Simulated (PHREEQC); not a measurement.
A PHREEQC speciation (ion-association model, phreeqc.dat) at 20 °C gives pH 2.37 and these molalities:

| species | mol/kgw |
|---|---|
| H+ | 0.00463 |
| HF | 0.00219 |
| SiF6-2 | 0.00129 |
| SO4-2 | 0.000720 |
| H4SiO4 | 0.000414 |
| F- | 0.000407 |
| HSO4- | 0.000210 |
| HF2- | 3.29e-6 |
| H3BO3 | 4.60e-7 |
| BF4- | 1.55e-7 |
| BF3OH- | 2.35e-8 |
| BF2(OH)2- | 1.22e-8 |
| BF(OH)3- | 7.06e-11 |

### Question
What are the element totals, and what could have been dissolved in 1 kg of water to give them?

### Answer
One answer among several that fit: totals B 6.50e-7, F 0.0103, S(6) 0.000930, Si 0.00170 mol/kgw, from 0.00012 mol/kgw HF, 0.0017 mol/kgw H2SiF6, 6.5e-07 mol/kgw HBF4 and 0.00093 mol/kgw H2SO4.

This is a speciation only: nothing precipitates in the calculation. The solution is supersaturated, for example in Quartz (slow to form), Chalcedony (slow to form), so a real one may precipitate; this is no full list. SiF6-2 is the database's only silicon fluoride. Real BF4- forms and hydrolyses slowly; the run takes it at equilibrium.
